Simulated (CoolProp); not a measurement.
R507A along the isotherm 144.45 °C: density (kg/m³) from the reference equation and from simpler models built on Tc = 70.6 °C, pc = 3.705 MPa, ω = 0.286; each cubic takes its own stable root.

Model: reference Helmholtz-energy equation of state, Lemmon 2003, in CoolProp. It is a pseudo-pure fit of the blend.

| p (MPa) | phase | reference |
|---|---|---|
| 2.65 | gas | 87.16 |
| 5.29 | supercritical | 207.1 |
| 7.94 | supercritical | 369.6 |
| 10.6 | supercritical | 529.6 |
| 13.2 | supercritical | 638.4 |
| 15.9 | supercritical | 714.6 |
| 18.5 | supercritical | 768.1 |
| 21.2 | supercritical | 811.5 |
| 23.8 | supercritical | 845.6 |
| 26.5 | supercritical | 875.5 |
| 29.1 | supercritical | 900.4 |
| 31.8 | supercritical | 923.3 |
| 34.4 | supercritical | 942.9 |
| 37 | supercritical | 960.8 |

### Question
How far does each simpler model (van der Waals, Soave-Redlich-Kwong, Peng-Robinson) lie from the reference over these 14 states: mean and median of the absolute difference, and the worst?

### Answer
- van der Waals: mean 16.8 %, median 20.0 %, worst -24.5 % at 144.45 °C and 37 MPa
- Soave-Redlich-Kwong: mean 10.2 %, median 10.5 %, worst -14.2 % at 144.45 °C and 13.2 MPa
- Peng-Robinson: mean 3.2 %, median 2.7 %, worst -7.6 % at 144.45 °C and 10.6 MPa
